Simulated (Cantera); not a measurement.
# Reactions in the system C-H-Ta

Standard-state values (1 bar) from the NASA 1993 polynomials, evaluated with Cantera. Values are per mole of reaction as written; species without (g) are pure solids or liquids, kept so even where they would boil at 1 bar. TaC: taken at fixed stoichiometry.

2 TaC + C2H4(g) = 2 Ta + 2 C2H2(g)

| T (K) | ΔH° (kJ) | ΔS° (J/K) | ΔG° (kJ) | log10 K |
|---|---|---|---|---|
| 2448 | 681.2 | 182.6 | 234.2 | -5.00 |
| 2498 | 680.6 | 182.4 | 225.1 | -4.71 |
| 2548 | 679.9 | 182.1 | 215.9 | -4.43 |
| 2598 | 679.3 | 181.9 | 206.8 | -4.16 |
| 2648 | 678.7 | 181.6 | 197.8 | -3.90 |
| 2698 | 678.1 | 181.4 | 188.7 | -3.65 |
| 2748 | 677.6 | 181.2 | 179.6 | -3.41 |
| 2798 | 677.0 | 181.0 | 170.6 | -3.18 |
| 2848 | 676.5 | 180.8 | 161.5 | -2.96 |
| 2898 | 676.0 | 180.7 | 152.5 | -2.75 |

4 H2(g) + 3 TaC = C3H8(g) + 3 Ta

| T (K) | ΔH° (kJ) | ΔS° (J/K) | ΔG° (kJ) | log10 K |
|---|---|---|---|---|
| 2448 | 293.8 | -319.7 | 1076.5 | -22.97 |
| 2498 | 293.9 | -319.7 | 1092.5 | -22.84 |
| 2548 | 294.0 | -319.6 | 1108.5 | -22.72 |
| 2598 | 294.2 | -319.6 | 1124.5 | -22.61 |
| 2648 | 294.3 | -319.5 | 1140.4 | -22.50 |
| 2698 | 294.5 | -319.5 | 1156.4 | -22.39 |
| 2748 | 294.7 | -319.4 | 1172.4 | -22.28 |
| 2798 | 294.9 | -319.3 | 1188.3 | -22.18 |
| 2848 | 295.2 | -319.2 | 1204.3 | -22.09 |
| 2898 | 295.4 | -319.1 | 1220.3 | -21.99 |
